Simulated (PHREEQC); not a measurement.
A solution holds 0.25 mol/kgw Cu(NO3)2 and 0.29 mol/kgw H3BO3, at 25 °C. It is in equilibrium with CO2 at log p = -3.4 (atm). Otherwise closed; pH follows from the charge balance.

All values are PHREEQC results (ion-association model, phreeqc.dat), not measurements.

Precipitation was switched off in this run.

Question: Estimate the pH, activity of water.

Answer: pH 4.05; activity of water 0.982.

Question: In which forms is C present?

Answer: CO2 82 %, CuHCO3+ 18 %, HCO3- 0.7 % of the C.

The ionic strength is past about 0.7 mol/kgw, beyond the range of this activity model, so the values are rough.
